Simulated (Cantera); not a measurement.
Premixed flame

A freely propagating, adiabatic, planar premixed flame of CH3OH : O2 : N2 = 1 : 2.05 : 7.73 (molar parts), equivalence ratio 0.73, unburnt at 650 K and 62000 Pa; mixture-averaged transport, grid criteria slope 0.08 and curve 0.16, no radiation.

Model: GRI-Mech 3.0 (53 species, 325 reactions), integrated in Cantera. GRI-Mech 3.0 was tuned for natural gas; its chemistry of methanol as a main component is partial and can be far from experiment. Burning velocities carry a grid error of a few per cent, more on coarse grids.

```csv
z (mm),T (K),u (m/s),x CH3OH,x O2,x NO,x C2H6,x CH2CO,x CH2O
-1.52,651,1.10,0.0926,0.190,<1e-8,<1e-8,<1e-8,1.61e-6
-1.02,654,1.11,0.0923,0.189,<1e-8,<1e-8,<1e-8,1.67e-5
-0.762,666,1.14,0.0916,0.188,<1e-8,<1e-8,<1e-8,7.61e-5
-0.508,725,1.25,0.0879,0.182,1.23e-8,<1e-8,2.95e-8,0.000510
-0.254,1000,1.76,0.0665,0.157,1.17e-7,2.23e-8,2.78e-7,0.00350
-0.127,1307,2.35,0.0370,0.128,3.77e-7,5.53e-8,7.32e-7,0.00722
0,1652,3.03,0.00511,0.0951,9.30e-7,5.96e-8,1.40e-6,0.00436
0.127,1767,3.25,4.32e-5,0.0752,1.63e-6,<1e-8,2.72e-7,0.000124
0.254,1806,3.31,1.10e-7,0.0659,2.48e-6,<1e-8,1.68e-8,7.28e-7
0.508,1865,3.39,<1e-8,0.0592,4.27e-6,<1e-8,<1e-8,<1e-8
1.02,1940,3.51,<1e-8,0.0553,7.64e-6,<1e-8,<1e-8,<1e-8
2.03,2021,3.64,<1e-8,0.0528,1.35e-5,<1e-8,<1e-8,<1e-8
4.07,2092,3.75,<1e-8,0.0508,2.34e-5,<1e-8,<1e-8,<1e-8
```
x: mole fraction of selected species; z is measured from the peak of heat release.

- laminar burning velocity: 110 cm/s
- thermal thickness: 0.508 mm
- peak x(C2H6): 7.57e-8
- peak x(CH2CO): 1.40e-6
- peak x(CH2O): 0.00781
- grid points: 134
